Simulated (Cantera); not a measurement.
Cantera with NASA thermochemical tables; ideal gases at 1 bar, condensed phases pure. Values are per mole of reaction as written; species without (g) are pure solids or liquids, kept so even where they would boil at 1 bar.

Problem. Between 2100 and 3000 K, where is each reaction favourable under standard conditions?
- 7 Ta + 12 OH(g) + 2 N₂O(g) → 7 TaO₂(g) + 4 NH₃(g)

Solution. 
- 7 Ta + 12 OH(g) + 2 N₂O(g) → 7 TaO₂(g) + 4 NH₃(g): ΔG° is -1574 kJ at 2100 K and -1226 kJ at 3000 K; it stays negative (K > 1). ΔH° is -2435 kJ and ΔS° -403 J/K at 3000 K.
